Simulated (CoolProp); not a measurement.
Vapour-liquid equilibrium of carbon dioxide (1) + R152A (2) at 255.8 K; x and y are mole fractions of (1).

Model: multi-fluid Helmholtz-energy mixture model, Span 1996 and Outcalt 1996; pair parameters Bell 2016, in CoolProp.

### Question
Give the bubble pressure and the first vapour's composition at x = 0.05, 0.35, 0.8. Is there an azeotrope?

### Answer
x = 0.05: 2.275 bar, y = 0.420; x = 0.35: 7.947 bar, y = 0.867; x = 0.8: 16.78 bar, y = 0.973. No azeotrope shows between x = 0.05 and 0.95.

Pair parameters are fitted to limited data, so mixtures are less certain than the pure fluids.
